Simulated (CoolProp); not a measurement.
CH2F2 (R32) at several states: density (kg/m³) from the reference equation and from simpler models built on Tc = 351.3 K, pc = 5.783 MPa, ω = 0.277; each cubic takes its own stable root.

Model: reference Helmholtz-energy equation of state, Tillner-Roth 1997, in CoolProp.

```csv
T (K),p (MPa),phase,reference
400.5,0.0249,gas,0.3894
383.9,0.0648,gas,1.060
286.1,2.55,liquid,1015
212.8,0.668,liquid,1238
```

Question: How far does each simpler model (van der Waals, Redlich-Kwong, Peng-Robinson) lie from the reference over these 4 states: mean and median of the absolute difference, and the worst?

Answer: 
- van der Waals: mean 24.4 %, median 24.3 %, worst -48.9 % at 212.8 K and 0.668 MPa
- Redlich-Kwong: mean 13.0 %, median 12.4 %, worst -27.0 % at 286.1 K and 2.55 MPa
- Peng-Robinson: mean 6.2 %, median 6.1 %, worst -12.8 % at 286.1 K and 2.55 MPa
